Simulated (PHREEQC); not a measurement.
Dissolve 0.013 mol NH3 and 4.7e-05 mol K3PO4 per kg of water at 20 °C. Closed to the air; pH follows from the charge balance.

Computed with PHREEQC (ion-association model, phreeqc.dat).

```csv
quantity,before,after
pH,10.85,10.48
ionic strength (mol/kgw),0.000647,0.000240
NH3 (mol/kgw),0.0125,0.00240
NH4+ (mol/kgw),0.000456,0.000202
```

**Question.** What was changed between the two runs?
A) 0.00015 mol/kgw H2SO4 added
B) temperature from 20 to 25 °C
C) K3PO4 replaced by KOH at the same molality
D) diluted 5-fold with water

**Answer.** D, diluted 5-fold with water

Precipitation was switched off in this run.
